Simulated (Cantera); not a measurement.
Input: 1 mol Cr, 0.23 mol N2, a varied amount of N2O, at 2525 °C and 10.0 Pa.

Cantera equilibrium calculation (NASA polynomials, part measured and part estimated; ideal gas, pure solids and liquids). Candidate condensed phases: Cr, CrN, Cr2N, Cr2O3; 14 gas species. Kinetics and transport are ignored.

Problem. At 7 mol N2O, list the 5 most abundant gas species with their mole fractions, and the condensed phases.

Solution. N2 0.478, O 0.444, Cr 0.0634, O2 0.00677, NO 0.00513. Condensed: gas only.
